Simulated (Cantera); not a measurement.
An isothermal, constant-pressure homogeneous reactor starts with H2 : O2 : N2 = 0.59 : 1 : 0.5 (molar parts), at 950 K and 0.148 atm. Integrator tolerance rtol = 1e-08.

Cantera simulation using the H2/O2 subset of GRI-Mech 3.0, which has no nitrogen chemistry; the numbers are that mechanism's predictions, not measurements. The temperature is held fixed by assumption; the heat of reaction is taken as removed at once.

**Question.** What does this change do: temperature 950 to 775 K?

**Answer.** 
```tsv
quantity	before	after
x(H2) at 20.0 s	1.61e-6 (gas-phase equilibrium 2.48e-11)	0.282 (gas-phase equilibrium <1e-12)
x(O2) at 20.0 s	0.393 (gas-phase equilibrium 0.393)	0.478 (gas-phase equilibrium 0.393)
x(H2O2) at 20.0 s	5.60e-10 (gas-phase equilibrium 1.15e-10)	5.68e-5 (gas-phase equilibrium 5.54e-12)
x(H) at 20.0 s	3.21e-12 (gas-phase equilibrium <1e-12)	8.37e-10 (gas-phase equilibrium <1e-12)
x(HO2) at 20.0 s	4.65e-8 (gas-phase equilibrium 7.24e-10)	2.19e-6 (gas-phase equilibrium 1.62e-11)
```
Below about 950 K walls govern HO2 and H2O2 in real vessels.
